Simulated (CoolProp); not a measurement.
Vapour-liquid equilibrium of propylene (1) + dimethyl ether (2) at 270.7 K; x and y are mole fractions of (1).

Model: multi-fluid Helmholtz-energy mixture model, Lemmon 2013 and Wu 2011; pair parameters Bell 2016, in CoolProp.

```json
[
 {"x": "0.05", "bubble pressure, mixture model (bar)": "2.645", "bubble pressure, Raoult's law (bar)": "2.594", "y, mixture model": "0.116", "y, Raoult's law": "0.105"},
 {"x": "0.125", "bubble pressure, mixture model (bar)": "2.933", "bubble pressure, Raoult's law (bar)": "2.818", "y, mixture model": "0.258", "y, Raoult's law": "0.241"},
 {"x": "0.2", "bubble pressure, mixture model (bar)": "3.207", "bubble pressure, Raoult's law (bar)": "3.041", "y, mixture model": "0.372", "y, Raoult's law": "0.357"},
 {"x": "0.275", "bubble pressure, mixture model (bar)": "3.465", "bubble pressure, Raoult's law (bar)": "3.265", "y, mixture model": "0.466", "y, Raoult's law": "0.457"},
 {"x": "0.35", "bubble pressure, mixture model (bar)": "3.710", "bubble pressure, Raoult's law (bar)": "3.488", "y, mixture model": "0.545", "y, Raoult's law": "0.544"},
 {"x": "0.425", "bubble pressure, mixture model (bar)": "3.942", "bubble pressure, Raoult's law (bar)": "3.712", "y, mixture model": "0.614", "y, Raoult's law": "0.621"},
 {"x": "0.5", "bubble pressure, mixture model (bar)": "4.162", "bubble pressure, Raoult's law (bar)": "3.935", "y, mixture model": "0.675", "y, Raoult's law": "0.689"},
 {"x": "0.575", "bubble pressure, mixture model (bar)": "4.372", "bubble pressure, Raoult's law (bar)": "4.159", "y, mixture model": "…", "y, Raoult's law": "0.750"},
 {"x": "0.65", "bubble pressure, mixture model (bar)": "…", "bubble pressure, Raoult's law (bar)": "4.382", "y, mixture model": "…", "y, Raoult's law": "0.805"},
 {"x": "0.725", "bubble pressure, mixture model (bar)": "4.766", "bubble pressure, Raoult's law (bar)": "4.606", "y, mixture model": "0.830", "y, Raoult's law": "0.854"},
 {"x": "0.8", "bubble pressure, mixture model (bar)": "4.952", "bubble pressure, Raoult's law (bar)": "4.829", "y, mixture model": "0.876", "y, Raoult's law": "0.899"},
 {"x": "0.875", "bubble pressure, mixture model (bar)": "5.134", "bubble pressure, Raoult's law (bar)": "5.053", "y, mixture model": "0.922", "y, Raoult's law": "0.940"},
 {"x": "0.95", "bubble pressure, mixture model (bar)": "5.310", "bubble pressure, Raoult's law (bar)": "5.276", "y, mixture model": "0.969", "y, Raoult's law": "0.977"}
]
```

Problem. What belongs in the gaps?

Solution. 
- 0.575, y, mixture model: 0.730
- 0.65, bubble pressure, mixture model (bar): 4.573
- 0.65, y, mixture model: 0.781

The largest gap from Raoult's law is +6.4 % in bubble pressure, at x = 0.35. No azeotrope shows between x = 0.05 and 0.95.

The pair parameters rest on a limited set of measurements; away from them the model extrapolates.
